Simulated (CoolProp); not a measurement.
Properties of carbonyl sulfide at several states.

The numbers come from the reference Helmholtz-energy equation of state, Lemmon 2006 in CoolProp. It is a short technical equation, of lower accuracy than the large ones.

```
T (K)  p (bar)   phase  density (kg/m³)  speed of sound (m/s)  expansivity (1/kK)  fugacity coefficient
-----  -------  ------  ---------------  --------------------  ------------------  --------------------
516.5     5.05     gas            7.134                     …               2.003                0.9903
185.9      254  liquid                …                  1302               1.410              0.001047
348.1    0.497     gas            1.035                     …               2.903                0.9966
426.4     0.19     gas           0.3222                     …               2.350                0.9993
414.9     1.85     gas            3.246                     …               2.467                0.9927
```

**Question.** Complete the blanks.

**Answer.** 
- 516.5, speed of sound (m/s): 291.5
- 185.9, density (kg/m³): 1276
- 348.1, speed of sound (m/s): 243.3
- 426.4, speed of sound (m/s): 267.8
- 414.9, speed of sound (m/s): 263.3
